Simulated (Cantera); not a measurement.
# Ammonia decomposition in nitride growth gas

An isothermal, constant-pressure homogeneous reactor starts with 32.3 % NH3, 67.7 % N2, at 2375 K and 428 Torr.

Detailed kinetics in Cantera: the gas-phase N/H chemistry of the illustrative SiF4/NH3 mechanism in the Surface Chemkin manual (1991). Walls and surfaces, which speed up NH3 decomposition in real reactors, are not modelled.

```csv
t (s),x NH3,x NH2,x N2,x N2H4,x H
5.00e-5,0.315,0.00371,0.676,2.85e-7,3.53e-5
0.000136,0.302,0.00361,0.674,2.71e-7,9.24e-5
0.000370,0.269,0.00289,0.670,1.73e-7,0.000207
0.00100,0.200,0.00209,0.660,9.02e-8,0.000455
0.00273,0.0954,0.00117,0.646,2.86e-8,0.000989
0.00743,0.0147,0.000321,0.635,2.13e-9,0.00237
0.0202,8.64e-5,7.30e-6,0.631,1.10e-12,0.00943
0.0549,5.57e-6,5.64e-7,0.631,<1e-12,0.0113
0.149,1.77e-6,1.79e-7,0.631,<1e-12,0.0113
0.406,1.18e-6,1.20e-7,0.631,<1e-12,0.0113
1.10,1.16e-6,1.17e-7,0.631,<1e-12,0.0113
3.00,1.16e-6,1.17e-7,0.631,<1e-12,0.0113
```
x: mole fraction; the columns are a selection and need not sum to one.

Equilibrium at this temperature and pressure: NH3 1.16e-6, NH2 1.17e-7, N2 0.631, N2H4 <1e-12, H 0.0113 (gas phase only).
